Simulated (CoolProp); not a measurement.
Vapour-liquid equilibrium of CHF3 (R23) (1) + isobutane (2) at 245.5 K; x and y are mole fractions of (1).

Computed with CoolProp (multi-fluid Helmholtz-energy mixture model, Penoncello 2003 and Bücker 2006; pair parameters Bell 2016).

```json
[
 {"x": "0.05", "bubble pressure (MPa)": "0.2483", "y at the bubble point": "0.786", "dew pressure at overall composition x (MPa)": "0.05469", "liquid density (mol/L)": "10.72"},
 {"x": "0.2", "bubble pressure (MPa)": "0.6571", "y at the bubble point": "0.918", "dew pressure at overall composition x (MPa)": "0.06514", "liquid density (mol/L)": "11.38"},
 {"x": "0.35", "bubble pressure (MPa)": "0.8375", "y at the bubble point": "0.936", "dew pressure at overall composition x (MPa)": "0.08041", "liquid density (mol/L)": "12.09"},
 {"x": "0.5", "bubble pressure (MPa)": "0.8950", "y at the bubble point": "0.941", "dew pressure at overall composition x (MPa)": "0.1049", "liquid density (mol/L)": "12.89"},
 {"x": "0.65", "bubble pressure (MPa)": "0.9212", "y at the bubble point": "0.945", "dew pressure at overall composition x (MPa)": "0.1504", "liquid density (mol/L)": "13.83"},
 {"x": "0.8", "bubble pressure (MPa)": "0.9667", "y at the bubble point": "0.953", "dew pressure at overall composition x (MPa)": "0.2657", "liquid density (mol/L)": "15.00"},
 {"x": "0.95", "bubble pressure (MPa)": "1.053", "y at the bubble point": "0.981", "dew pressure at overall composition x (MPa)": "0.9519", "liquid density (mol/L)": "16.59"}
]
```

No azeotrope shows between x = 0.05 and 0.95.

The pair parameters rest on a limited set of measurements; away from them the model extrapolates. With so large a gap from Raoult's law the liquid may split in two, which this calculation doesn't test in full.
